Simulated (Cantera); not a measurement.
Thermodynamics of nitride etching, feed AlN + Cl2 + N2

Charge: 1 mol AlN, 1.9 mol Cl2, a varied amount of N2, held at 1352 °C and 0.0133 bar.

Cantera equilibrium calculation (NASA polynomials, part measured and part estimated; ideal gas, pure solids and liquids). Candidate condensed phases: Al, AlCl3, AlN; 11 gas species. The tables' values for AlCl2 are old estimates; treat these amounts as uncertain. Rates play no part.

```json
[
 {"n(N2) (mol)": "0.82", "x N2": "0.437", "x AlCl3": "0.331", "x Cl": "0.199", "x Cl2": "0.0328", "x AlCl2": "5.19e-5", "x Al2Cl6": "8.67e-7", "x AlCl": "4.11e-8"},
 {"n(N2) (mol)": "1.1", "x N2": "0.484", "x AlCl3": "0.302", "x Cl": "0.185", "x Cl2": "0.0283", "x AlCl2": "5.10e-5", "x Al2Cl6": "7.23e-7", "x AlCl": "4.35e-8"},
 {"n(N2) (mol)": "1.5", "x N2": "0.539", "x AlCl3": "0.269", "x Cl": "0.169", "x Cl2": "0.0234", "x AlCl2": "4.99e-5", "x Al2Cl6": "5.74e-7", "x AlCl": "4.68e-8"},
 {"n(N2) (mol)": "2", "x N2": "0.592", "x AlCl3": "0.237", "x Cl": "0.152", "x Cl2": "0.0190", "x AlCl2": "4.88e-5", "x Al2Cl6": "4.44e-7", "x AlCl": "5.08e-8"},
 {"n(N2) (mol)": "2.8", "x N2": "0.656", "x AlCl3": "0.199", "x Cl": "0.131", "x Cl2": "0.0141", "x AlCl2": "4.75e-5", "x Al2Cl6": "3.13e-7", "x AlCl": "5.73e-8"},
 {"n(N2) (mol)": "3.7", "x N2": "0.707", "x AlCl3": "0.168", "x Cl": "0.114", "x Cl2": "0.0106", "x AlCl2": "4.64e-5", "x Al2Cl6": "2.24e-7", "x AlCl": "6.45e-8"},
 {"n(N2) (mol)": "5.1", "x N2": "0.762", "x AlCl3": "0.136", "x Cl": "0.0943", "x Cl2": "0.00733", "x AlCl2": "4.51e-5", "x Al2Cl6": "1.47e-7", "x AlCl": "7.56e-8"},
 {"n(N2) (mol)": "6.9", "x N2": "0.808", "x AlCl3": "0.109", "x Cl": "0.0775", "x Cl2": "0.00496", "x AlCl2": "4.40e-5", "x Al2Cl6": "9.43e-8", "x AlCl": "8.97e-8"},
 {"n(N2) (mol)": "9.3", "x N2": "0.848", "x AlCl3": "0.0864", "x Cl": "0.0627", "x Cl2": "0.00325", "x AlCl2": "4.31e-5", "x Al2Cl6": "5.91e-8", "x AlCl": "1.08e-7"},
 {"n(N2) (mol)": "13", "x N2": "0.884", "x AlCl3": "0.0654", "x Cl": "0.0485", "x Cl2": "0.00194", "x AlCl2": "4.21e-5", "x Al2Cl6": "3.39e-8", "x AlCl": "1.37e-7"},
 {"n(N2) (mol)": "17", "x N2": "0.908", "x AlCl3": "0.0518", "x Cl": "0.0390", "x Cl2": "0.00126", "x AlCl2": "4.15e-5", "x Al2Cl6": "2.13e-8", "x AlCl": "1.68e-7"},
 {"n(N2) (mol)": "23", "x N2": "0.930", "x AlCl3": "0.0395", "x Cl": "0.0302", "x Cl2": "0.000751", "x AlCl2": "4.09e-5", "x Al2Cl6": "1.24e-8", "x AlCl": "2.14e-7"},
 {"n(N2) (mol)": "31", "x N2": "0.946", "x AlCl3": "0.0300", "x Cl": "0.0232", "x Cl2": "0.000443", "x AlCl2": "4.04e-5", "x Al2Cl6": "7.12e-9", "x AlCl": "2.75e-7"}
]
```
x: gas mole fraction; nothing condenses.

From 0.82 mol N2 to 31 mol N2 nothing is condensed. The main Al-bearing gas is AlCl3 throughout.
